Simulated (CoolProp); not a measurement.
Saturation properties of hydrogen chloride.

The numbers come from the reference Helmholtz-energy equation of state, Thol 2018 in CoolProp.

```
T (°C)  p (MPa)  liquid density (kg/m³)  vapour density (kg/m³)  enthalpy of vaporisation (kJ/kg)  liquid cp (kJ/(kg K))
------  -------  ----------------------  ----------------------  --------------------------------  ---------------------
-75.35   0.1699                    1161                   3.933                             433.2                  1.667
-73.25   0.1889                    1155                   4.339                             430.8                  1.669
-71.25   0.2084                    1150                   4.755                             428.4                  1.671
-69.15   0.2305                    1145                   5.224                             426.0                  1.674
-67.15   0.2533                    1140                   5.704                             423.6                  1.677
-65.15   0.2777                    1134                   6.217                             421.1                  1.680
-63.05   0.3053                    1129                   6.793                             418.5                  1.684
-61.05   0.3334                    1123                   7.379                             416.0                  1.687
-58.95   0.3651                    1118                   8.036                             413.3                  1.691
-56.95   0.3974                    1112                   8.703                             410.7                  1.696
-54.85   0.4336                    1107                   9.448                             408.0                  1.700
-52.85   0.4703                    1101                   10.20                             405.3                  1.705
-50.75   0.5114                    1095                   11.05                             402.4                  1.710
-48.75   0.5530                    1089                   11.90                             399.6                  1.716
```

It boils at -85.0 °C under 1 atm.
